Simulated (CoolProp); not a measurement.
The fluid at 301.23 K and 0.547 MPa flows at 2.8 m/s in a round tube of 12.7 mm bore and 45 µm roughness, fully developed (64/Re and Nu = 3.66 if laminar; Colebrook and Gnielinski if turbulent). The same conditions are run with several fluids, on thermodynamics alone (safety and materials aside).

Computed with CoolProp (reference Helmholtz-energy equation of state of each fluid (methane: Setzmann 1991; R410A: Lemmon 2003; sulfur hexafluoride: Guder 2009; ethane: Bücker 2006; normal hydrogen: Leachman 2009)). Blends and air are pseudo-pure fits.

```json
[
 {"fluid": "methane", "Reynolds number": "11100", "Darcy friction factor": "0.0352", "pressure drop (Pa/m)": "38.4", "heat-transfer coefficient (W/(m² K))": "106", "mass flow (kg/h)": "4.51"},
 {"fluid": "R410A", "Reynolds number": "46100", "Darcy friction factor": "0.0298", "pressure drop (Pa/m)": "157", "heat-transfer coefficient (W/(m² K))": "172", "mass flow (kg/h)": "21.8"},
 {"fluid": "sulfur hexafluoride", "Reynolds number": "78100", "Darcy friction factor": "0.0289", "pressure drop (Pa/m)": "303", "heat-transfer coefficient (W/(m² K))": "264", "mass flow (kg/h)": "43.4"},
 {"fluid": "ethane", "Reynolds number": "25500", "Darcy friction factor": "0.0314", "pressure drop (Pa/m)": "66.4", "heat-transfer coefficient (W/(m² K))": "149", "mass flow (kg/h)": "8.74"},
 {"fluid": "normal hydrogen", "Reynolds number": "1740", "Darcy friction factor": "0.0368", "pressure drop (Pa/m)": "4.98", "heat-transfer coefficient (W/(m² K))": "54.1", "mass flow (kg/h)": "0.560"}
]
```

Transport values come from each fluid's own correlations.
